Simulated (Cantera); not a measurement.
Charge: 1 mol Pb, a varied amount of CO, held at 1900 K and 0.133 bar.

Method: chemical equilibrium by Gibbs-energy minimisation in Cantera with the NASA 1993 tables (ideal gas, pure condensed phases). Candidate condensed phases: C, Pb, PbO, PbO2, Pb3O4; 15 gas species. Kinetics and transport are ignored.

x: gas mole fraction; nothing condenses.

| n(CO) (mol) | x CO | x Pb | x Pb2 | x CO2 |
|---|---|---|---|---|
| 0.15 | 0.131 | 0.869 | 0.000600 | (withheld) |
| 0.25 | 0.200 | 0.799 | 0.000508 | (withheld) |
| 0.43 | 0.301 | 0.699 | 0.000388 | (withheld) |
| 0.75 | 0.429 | 0.571 | 0.000259 | (withheld) |
| 1.3 | 0.565 | 0.435 | 0.000150 | (withheld) |
| 2.2 | 0.688 | 0.312 | 7.75e-5 | (withheld) |
| 3.8 | 0.792 | 0.208 | 3.45e-5 | (withheld) |
| 6.5 | 0.867 | 0.133 | 1.41e-5 | (withheld) |
| 11 | 0.917 | 0.0833 | 5.52e-6 | 4.75e-6 |
| 19 | 0.950 | 0.0500 | 1.99e-6 | 5.10e-6 |

Q: Some entries are withheld; supply them.

A: 
- 0.15, x CO2: 9.62e-8
- 0.25, x CO2: 2.26e-7
- 0.43, x CO2: 5.11e-7
- 0.75, x CO2: 1.04e-6
- 1.3, x CO2: 1.81e-6
- 2.2, x CO2: 2.67e-6
- 3.8, x CO2: 3.54e-6
- 6.5, x CO2: 4.24e-6
